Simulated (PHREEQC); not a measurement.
Make-up at 25 °C: 76 mmol/kgw MgCl2, 8.2 mmol/kgw NaHCO3 and 0.32 mmol/kgw H4SiO4. Closed to the air; pH follows from the charge balance.

The numbers come from PHREEQC with the Pitzer model, pitzer.dat.

No solid was allowed to form.

Order these C species by the share of C that they hold, largest first: MgCO3, HCO3-, CO3-2, CO2.

HCO3- (94 %), CO2 (3.3 %), MgCO3 (2.3 %), CO3-2 (0.86 %)

The pH is 7.60 and the ionic strength 0.236 mol/kgw. Examples of supersaturated solids here: Magnesite (slow to form). Others may be too. Species that the database lacks are ignored.
